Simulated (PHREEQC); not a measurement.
Dissolve 0.097 mol Cu(BF4)2 and 0.015 mol NaCl per kg of water at 25 °C. Closed to the air; pH follows from the charge balance.

Model: ion-association model, wateq4f.dat, run in PHREEQC.

No solid was allowed to form.

Task: What pH, ionic strength, activity of water does the model give?

Result: pH 2.54; ionic strength 0.305 mol/kgw; activity of water 0.994.

Task: In which forms is F present?

Result: BF4- 95 %, BF3OH- 2.8 %, HF 1.1 % of the F.

Complexes and solids missing from the database can't appear. Real BF4- forms and hydrolyses slowly; the run takes it at equilibrium.
